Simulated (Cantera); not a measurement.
## Catalytic combustion on Pt

An isothermal plug-flow reactor at 850 K and 5.00 bar (inlet), inlet velocity 5 m/s, active area per volume 4800 1/m; feed H2 : O2 : N2 = 0.021 : 0.014 : 0.79 (molar parts), equivalence ratio 0.75.

Detailed kinetics in Cantera: Deutschmann's 1995 Pt surface mechanism with GRI-Mech 3.0 gas chemistry. Catalytic surfaces can have several steady states; this one follows from the mechanism file's or the stated starting coverage. Mass transfer to the wall is taken as infinitely fast.

```
z (m)        x H2     x O2   x H2O  θ free Pt     θ H*     θ O*    θ OH*
-------  --------  -------  ------  ---------  -------  -------  -------
8.2e-05   0.00930  0.00893  0.0164      0.975   0.0245  8.27e-6  2.20e-5
0.00014   0.00252  0.00555  0.0232      0.903  1.52e-5   0.0878  0.00898
0.00023  0.000601  0.00460  0.0252      0.267  7.00e-7    0.720   0.0130
0.00038  0.000228  0.00441  0.0256      0.149  2.67e-7    0.840   0.0105
0.00063   7.54e-5  0.00433  0.0257      0.118  1.84e-7    0.872  0.00957
0.0011    1.25e-5  0.00430  0.0258      0.108  1.60e-7    0.882  0.00922
0.0018    9.59e-7  0.00430  0.0258      0.107  1.56e-7    0.884  0.00916
0.0029    1.73e-8  0.00430  0.0258      0.107  1.56e-7    0.884  0.00915
0.0049   1.36e-11  0.00430  0.0258      0.107  1.56e-7    0.884  0.00915
0.0082   1.79e-12  0.00430  0.0258      0.107  1.56e-7    0.884  0.00915
```
x: gas mole fraction; θ: surface coverage.
